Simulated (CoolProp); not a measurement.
Saturation properties of propylene.

Computed with CoolProp (reference Helmholtz-energy equation of state, Lemmon 2013).

| T (°C) | p (MPa) | liquid density (kg/m³) | enthalpy of vaporisation (kJ/kg) | vapour Z | liquid viscosity (µPa s) | liquid conductivity (mW/(m K)) |
|---|---|---|---|---|---|---|
| -9.45 | 0.4358 | 559.8 | 391.4 | 0.9002 | 132 | 128 |
| -1.45 | 0.5592 | 548.3 | 379.8 | 0.8815 | 122 | 124 |
| 6.55 | 0.7068 | 536.3 | 367.3 | 0.8606 | 113 | 120 |
| 14.55 | 0.8813 | 523.7 | 354.0 | 0.8375 | 105 | 117 |
| 22.45 | 1.083 | 510.7 | 339.7 | 0.8124 | 97.4 | 113 |
| 30.45 | 1.319 | 496.6 | 324.1 | 0.7844 | 90.2 | 108 |
| 38.45 | 1.591 | 481.6 | 306.9 | 0.7534 | 83.5 | 104 |
| 46.45 | 1.902 | 465.4 | 287.8 | 0.7191 | 77.0 | 100 |
| 54.45 | 2.256 | 447.5 | 266.4 | 0.6807 | 70.6 | 95.7 |
| 62.45 | 2.656 | 427.2 | 241.7 | 0.6372 | 64.3 | 91.3 |
| 70.45 | 3.107 | 403.5 | 212.4 | 0.5864 | 57.8 | 86.8 |

It boils at -47.6 °C under 1 atm.

Viscosity comes from a separate model (Huber 2003), an estimate that may be off by 10 % or more. Thermal conductivity comes from a separate model (Huber 2003), an estimate that may be off by 10 % or more.
